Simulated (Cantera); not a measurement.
Thermodynamics of silicon nitride deposition, feed SiCl4 + NH3 + N2

Charge: 1 mol SiCl4, 17 mol NH3, a varied amount of N2, held at 133 Pa.

Cantera equilibrium calculation (NASA polynomials, part measured and part estimated; ideal gas, pure solids and liquids). Candidate condensed phases: NH4Cl, Si, Si3N4; 28 gas species. The tables' values for SiCl3 are old estimates. Equilibrium is a limit: real reactors are often held back by kinetics, nucleation or transport.

Question: Map the stable condensed phases over T = 723, 823, 923, 1023, 1123, 1223, 1323, 1423, 1523, 1623, 1723, 1823 K and n(N2) in mol = 1.3, 4.3, 7.3, 10, 13, 16, 19, 22, 25, 28, 31, 34, 37.

Answer: 
```
T in K \ n(N2) in mol
         1.3 4.3 7.3  10  13  16  19  22  25  28  31  34  37
   1823    A   A   A   A   A   A   A   A   B   B   B   B   B
   1723    A   A   A   A   A   A   A   A   A   A   A   A   A
   1623    A   A   C   C   C   C   C   C   C   C   C   C   C
   1523    C   C   C   C   C   C   C   C   C   C   C   C   C
   1423    C   C   C   C   C   C   C   C   C   C   C   C   C
   1323    C   C   C   C   C   C   C   C   C   C   C   C   C
   1223    C   C   C   C   C   C   C   C   C   C   C   C   C
   1123    C   C   C   C   C   C   C   C   C   C   C   C   C
   1023    C   C   C   C   C   C   C   C   C   C   C   C   C
    923    C   C   C   C   C   C   C   C   C   C   C   C   C
    823    C   C   C   C   C   C   C   C   C   C   C   C   C
    723    C   C   C   C   C   C   C   C   C   C   C   C   C
```
A: Si; B: gas only; C: Si3N4.
